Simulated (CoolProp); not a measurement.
Computed with CoolProp (reference Helmholtz-energy equation of state, Leachman 2009).

Q: For normal hydrogen, give the phase and the density (kg/m³), speed of sound (m/s), expansivity (1/kK) at -207.15 °C and 2.37 MPa; -202.15 °C and 2.37 MPa; -197.25 °C and 2.37 MPa.

A: 
- -207.15 °C and 2.37 MPa: supercritical; density 9.33, speed of sound 682, expansivity 19.6
- -202.15 °C and 2.37 MPa: supercritical; density 8.51, speed of sound 708, expansivity 17.3
- -197.25 °C and 2.37 MPa: supercritical; density 7.85, speed of sound 732, expansivity 15.6
